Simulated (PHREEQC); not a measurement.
A solution holds 0.062 mol/kgw HF, 0.053 mol/kgw H2SiF6 and 6.8e-05 mol/kgw HCl, at 25 °C and 10 atm. Closed to the air; pH follows from the charge balance.

The numbers come from PHREEQC with the ion-association model, phreeqc.dat.

- pH: 1.06
- ionic strength: 0.160 mol/kgw
- density: 1.003 g/cm³
- total alkalinity: -380 meq/kg

| species | molality | activity | log γ |
|---|---|---|---|
| H+ | 0.107 | 0.0862 | -0.093 |
| HF | 0.0610 | 0.0633 | 0.016 |
| SiF6-2 | 0.0530 | 0.0171 | -0.492 |
| F- | 0.000679 | 0.000492 | -0.140 |
| HF2- | 0.000157 | 0.000119 | -0.121 |
| Cl- | 6.80e-5 | 4.98e-5 | -0.135 |
| H4SiO4 | 1.40e-8 | 1.45e-8 | 0.016 |

Precipitation was switched off in this run. SiF6-2 is the database's only silicon fluoride.
